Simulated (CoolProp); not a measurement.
Vapour pressure (bar) of cis-2-butene: the reference equation beside estimates from Tc = 162.6 °C, pc = 42.36 bar, ω = 0.202.

Model: reference Helmholtz-energy equation of state, Lemmon 2005, in CoolProp. It is a short technical equation, of lower accuracy than the large ones.

```
T (°C)  reference  Lee-Kesler  van der Waals  Redlich-Kwong  Peng-Robinson
------  ---------  ----------  -------------  -------------  -------------
69.95       7.384       7.436          15.08          9.294          7.381
74.95       8.297       8.355          16.13          10.31          8.299
80.05       9.312       9.376          17.25          11.43          9.320
85.15       10.42       10.49          18.41          12.62          10.43
90.25       11.61       11.69          19.63          13.90          11.64
95.35       12.91       12.99          20.89          15.27          12.95
100.35      14.28       14.36          22.18          16.69          14.34
105.45      15.79       15.87          23.54          18.23          15.86
110.55      17.41       17.49          24.95          19.86          17.51
```

Absolute difference from the reference over all 9 rows, mean and median: Lee-Kesler 0.6 and 0.7 %, van der Waals 71.0 and 69.1 %, Redlich-Kwong 19.8 and 19.7 %, Peng-Robinson 0.3 and 0.3 %.
